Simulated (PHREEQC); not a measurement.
Model water analysis in mg/kgw, 91 °C, pH 2.36, pe 9.3: Na 96.2; K 0.0238; Ca 56.9; Mg 13; Cl 22.5; S(6) as SO4 763; Ni 0.076; Zn 8.54; Fe(3) 0.894.

Valence states are taken as typed.

All values are PHREEQC results (ion-association model, wateq4f.dat), not measurements.

Each row changes one thing in this solution. This is a speciation only: nothing precipitates in the calculation.

```
case                                               ionic strength (mol/kgw)  HSO4- (mol/kgw)  SO4-2 (mol/kgw)  Ca+2 (mol/kgw)  CaSO4 (mol/kgw)  Mg+2 (mol/kgw)  SI of Gypsum (CaSO4:2H2O)  SI of Goethite (FeOOH)
-------------------------------------------------  ------------------------  ---------------  ---------------  --------------  ---------------  --------------  -------------------------  ----------------------
as made                                                              0.0156          0.00444          0.00281         0.00106         0.000324        0.000284                      -1.21                   +3.00
all concentrations times 4 at the same typed pH                      0.0527           0.0149           0.0121         0.00325          0.00220        0.000717                      -0.37                       ?
temperature from 91 to 90 °C at the same typed pH                    0.0157          0.00438          0.00286         0.00106         0.000327        0.000284                      -1.21                       ?
```

Q: Fill in the missing entries.

A: 
- all concentrations times 4 at the same typed pH, SI of Goethite (FeOOH): +3.23
- temperature from 91 to 90 °C at the same typed pH, SI of Goethite (FeOOH): +2.99

Some of these states are supersaturated (in Hematite (slow to form), Goethite (slow to form), for instance). Away from 25 °C the constants follow the database's enthalpies or fits; those with neither stay at their 25 °C values.
